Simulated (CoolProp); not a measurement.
Vapour-liquid equilibrium of R125 (1) + R227EA (2) at 313.3 K; x and y are mole fractions of (1).

Values from CoolProp's multi-fluid Helmholtz-energy mixture model, Lemmon 2005 and Lemmon 2016; pair parameters Bell 2016.

```csv
x,bubble pressure (kPa),y at the bubble point,dew pressure at overall composition x (kPa),liquid density (mol/L)
0.05,760.5,0.104,731.0,7.835
0.2,932.3,0.351,819.7,8.048
0.35,1113,0.533,931.3,8.260
0.5,1302,0.674,1075,8.469
0.65,1501,0.788,1266,8.670
0.8,1711,0.886,1524,8.855
0.95,1936,0.972,1875,9.015
```

No azeotrope shows between x = 0.05 and 0.95.

Pair parameters are fitted to limited data, so mixtures are less certain than the pure fluids.
